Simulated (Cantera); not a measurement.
# Transport properties of process gases

Gas mixture: 100 % NO, at 0.728 Torr, frozen composition.

Cantera's kinetic-theory transport with the Lennard-Jones parameters of GRI-Mech 3.0, ideal gas; thermal conductivity in the multicomponent form. The composition is frozen, though it would react at the higher temperatures.

| T (K) | ρ (kg/m³) | cp (J/kg/K) | μ (µPa s) | λ (mW/m/K) | Pr | D (cm²/s) N2 | D (cm²/s) C2H2 | D (cm²/s) CO2 |
|---|---|---|---|---|---|---|---|---|
| 400 | 0.000875 | 998.6 | 23.1 | 32.5 | 0.711 | 354 | 288 | 273 |
| 550 | 0.000636 | 1028 | 28.9 | 41.9 | 0.709 | 610 | 504 | 478 |
| 700 | 0.000500 | 1067 | 34.0 | 51.2 | 0.708 | 916 | 764 | 726 |
| 850 | 0.000412 | 1104 | 38.6 | 60.2 | 0.708 | 1270 | 1060 | 1010 |
| 1000 | 0.000350 | 1133 | 42.9 | 68.8 | 0.707 | 1660 | 1400 | 1330 |
| 1150 | 0.000304 | 1153 | 47.0 | 76.7 | 0.707 | 2100 | 1770 | 1680 |
| 1300 | 0.000269 | 1171 | 50.9 | 84.4 | 0.707 | 2580 | 2170 | 2070 |
D: mixture-averaged diffusion coefficient of that species in the mixture.
